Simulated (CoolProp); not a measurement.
Properties of toluene along the isotherm 620 K.

Values from CoolProp's reference Helmholtz-energy equation of state, Lemmon 2006. It is a short technical equation, of lower accuracy than the large ones.

```csv
p (bar),phase,Z,cv (kJ/(kg K)),viscosity (µPa s)
22.9,gas,0.8048,2.144,14.8
45.8,supercritical,0.5294,2.249,18.2
68.8,supercritical,0.2960,2.243,47.0
91.7,supercritical,0.3443,2.212,59.9
115,supercritical,0.4046,2.201,68.0
138,supercritical,0.4655,2.195,74.3
160,supercritical,0.5235,2.192,79.3
183,supercritical,0.5836,2.190,83.9
206,supercritical,0.6430,2.188,88.1
```

Viscosity comes from a separate model (Avgeri 2015).
